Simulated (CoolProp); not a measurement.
n-perfluorobutane at several states: Z from the reference equation and from simpler models built on Tc = 386.3 K, pc = 2.322 MPa, ω = 0.372; each cubic takes its own stable root.

The numbers come from the reference Helmholtz-energy equation of state, Gao 2022 in CoolProp.

```csv
T (K),p (MPa),phase,reference
386.5,9.51,supercritical,0.5680
340.4,10,liquid,0.5922
196.2,0.0299,liquid,0.002353
```

Q: How far does each simpler model (van der Waals, Redlich-Kwong, Soave-Redlich-Kwong, Peng-Robinson) lie from the reference over these 3 states: mean and median of the absolute difference, and the worst?

A: 
- van der Waals: mean 13900.9 %, median 42.6 %, worst +41625.5 % at 196.2 K and 0.0299 MPa
- Redlich-Kwong: mean 8.1 %, median 6.8 %, worst +11.2 % at 196.2 K and 0.0299 MPa
- Soave-Redlich-Kwong: mean 5.9 %, median 6.1 %, worst +7.4 % at 196.2 K and 0.0299 MPa
- Peng-Robinson: mean 5.5 %, median 4.7 %, worst -7.3 % at 340.4 K and 10 MPa

At some of these states van der Waals gives the other phase, because its saturation line lies elsewhere.
